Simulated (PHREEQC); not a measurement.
0.24 g of hydrous ferric oxide (600 m²/g; 0.2 weak and 0.005 strong sites per Fe, Dzombak-Morel constants, diffuse double layer) in 1 kg of water with 0.3 mol/kgw of an inert sodium salt and 8.4e-06 mol ZnCl2, at 25 °C; the pH is set by adding NaOH or the inert anion's acid. Oxygen alone is held at its pressure in air (log pO2 = -0.68). CO2 from the air is kept out. Precipitation was switched off in this run.

The series has 17 steps of pH, from 3 to 11.

Computed with PHREEQC (ion-association model, wateq4f.dat).

Task: Near which pH is half of the Zn sorbed, and on which side is more sorbed?

Result: Near pH 6.1, with more sorbed at higher pH.

The oxide is taken as insoluble; below pH 4 it would dissolve.
